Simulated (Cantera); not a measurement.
Feed: 1 mol SiH2Cl2, 4.5 mol O2, 51 mol H2, 1.5 mol O3, at 0.540 bar.

Cantera equilibrium calculation (NASA polynomials, part measured and part estimated; ideal gas, pure solids and liquids). Candidate condensed phases: H2O, Si, SiO2; 30 gas species. The tables hold silica as quartz up to 1696 K and as liquid above; real silica turns to tridymite and cristobalite and melts near 1996 K. Gases not in the tables: Si(OH)4. The numbers say what is thermodynamically allowed, not how fast it happens.

log p: log10 of the partial pressure in bar; n: condensed amount in mol.

```json
[
 {"T (K)": "725", "log p H2": "-0.40", "log p H2O": "-0.93", "log p HCl": "-1.69", "log p H": "<-12", "log p SiO": "<-12", "log p Cl": "<-12", "n SiO2(α-quartz)": "1.00", "n SiO2(β-quartz)": "0", "n SiO2(condensed)": "0", "n SiO2(l)": "0"},
 {"T (K)": "825", "log p H2": "-0.40", "log p H2O": "-0.93", "log p HCl": "-1.69", "log p H": "-11.30", "log p SiO": "<-12", "log p Cl": "<-12", "n SiO2(α-quartz)": "1.00", "n SiO2(β-quartz)": "0", "n SiO2(condensed)": "0", "n SiO2(l)": "0"},
 {"T (K)": "925", "log p H2": "-0.40", "log p H2O": "-0.93", "log p HCl": "-1.69", "log p H": "-9.78", "log p SiO": "<-12", "log p Cl": "-11.09", "n SiO2(α-quartz)": "0", "n SiO2(β-quartz)": "1.00", "n SiO2(condensed)": "0", "n SiO2(l)": "0"},
 {"T (K)": "1025", "log p H2": "-0.40", "log p H2O": "-0.93", "log p HCl": "-1.69", "log p H": "-8.56", "log p SiO": "<-12", "log p Cl": "-9.89", "n SiO2(α-quartz)": "0", "n SiO2(β-quartz)": "1.00", "n SiO2(condensed)": "0", "n SiO2(l)": "0"},
 {"T (K)": "1125", "log p H2": "-0.40", "log p H2O": "-0.93", "log p HCl": "-1.69", "log p H": "-7.55", "log p SiO": "<-12", "log p Cl": "-8.90", "n SiO2(α-quartz)": "0", "n SiO2(β-quartz)": "1.00", "n SiO2(condensed)": "0", "n SiO2(l)": "0"},
 {"T (K)": "1225", "log p H2": "-0.40", "log p H2O": "-0.93", "log p HCl": "-1.69", "log p H": "-6.70", "log p SiO": "<-12", "log p Cl": "-8.06", "n SiO2(α-quartz)": "0", "n SiO2(β-quartz)": "1.00", "n SiO2(condensed)": "0", "n SiO2(l)": "0"},
 {"T (K)": "1325", "log p H2": "-0.40", "log p H2O": "-0.93", "log p HCl": "-1.69", "log p H": "-5.98", "log p SiO": "(withheld)", "log p Cl": "-7.36", "n SiO2(α-quartz)": "0", "n SiO2(β-quartz)": "1.00", "n SiO2(condensed)": "0", "n SiO2(l)": "0"},
 {"T (K)": "1425", "log p H2": "-0.40", "log p H2O": "-0.93", "log p HCl": "-1.69", "log p H": "-5.36", "log p SiO": "(withheld)", "log p Cl": "-6.75", "n SiO2(α-quartz)": "0", "n SiO2(β-quartz)": "1.00", "n SiO2(condensed)": "0", "n SiO2(l)": "0"},
 {"T (K)": "1525", "log p H2": "-0.40", "log p H2O": "-0.93", "log p HCl": "-1.69", "log p H": "-4.82", "log p SiO": "(withheld)", "log p Cl": "-6.22", "n SiO2(α-quartz)": "0", "n SiO2(β-quartz)": "1.000", "n SiO2(condensed)": "0", "n SiO2(l)": "0"},
 {"T (K)": "1625", "log p H2": "-0.40", "log p H2O": "-0.93", "log p HCl": "-1.69", "log p H": "-4.35", "log p SiO": "(withheld)", "log p Cl": "-5.75", "n SiO2(α-quartz)": "0", "n SiO2(β-quartz)": "1.000", "n SiO2(condensed)": "0", "n SiO2(l)": "0"},
 {"T (K)": "1725", "log p H2": "-0.40", "log p H2O": "-0.93", "log p HCl": "-1.69", "log p H": "-3.93", "log p SiO": "(withheld)", "log p Cl": "-5.34", "n SiO2(α-quartz)": "0", "n SiO2(β-quartz)": "0", "n SiO2(condensed)": "1.000", "n SiO2(l)": "0"},
 {"T (K)": "1825", "log p H2": "-0.40", "log p H2O": "-0.93", "log p HCl": "-1.69", "log p H": "-3.55", "log p SiO": "(withheld)", "log p Cl": "-4.97", "n SiO2(α-quartz)": "0", "n SiO2(β-quartz)": "0", "n SiO2(condensed)": "0.999", "n SiO2(l)": "0"},
 {"T (K)": "1925", "log p H2": "-0.40", "log p H2O": "-0.93", "log p HCl": "-1.69", "log p H": "-3.22", "log p SiO": "(withheld)", "log p Cl": "-4.64", "n SiO2(α-quartz)": "0", "n SiO2(β-quartz)": "0", "n SiO2(condensed)": "0.993", "n SiO2(l)": "0"},
 {"T (K)": "2025", "log p H2": "-0.40", "log p H2O": "-0.93", "log p HCl": "-1.69", "log p H": "-2.91", "log p SiO": "(withheld)", "log p Cl": "-4.34", "n SiO2(α-quartz)": "0", "n SiO2(β-quartz)": "0", "n SiO2(condensed)": "0", "n SiO2(l)": "0.964"}
]
```

Question: What belongs in the gaps?

Answer: 
- 1325, log p SiO: -10.73
- 1425, log p SiO: -9.22
- 1525, log p SiO: -7.92
- 1625, log p SiO: -6.78
- 1725, log p SiO: -5.79
- 1825, log p SiO: -4.91
- 1925, log p SiO: -4.14
- 2025, log p SiO: -3.44
